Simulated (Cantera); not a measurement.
# Ignition delay

Mixture: 3.72 % CH₄, 4.09 % H₂, 19.3 % O₂, 72.9 % N₂, equivalence ratio 0.49, at 10.0 bar, adiabatic and at constant pressure. Ignition delay is the time to a rise of 400 K.

Cantera simulation using GRI-Mech 3.0 (53 species, 325 reactions); the numbers are that mechanism's predictions, not measurements.

| T0 (K) | delay (ms) |
|---|---|
| 1125 | 0.983 |
| 1200 | 0.236 |
| 1275 | 0.0874 |
| 1350 | 0.0429 |
| 1425 | 0.0243 |
| 1500 | 0.0150 |
| 1575 | 0.00981 |

```yaml
apparent activation energy between 1425 and 1575 K: 110 kJ/mol
```
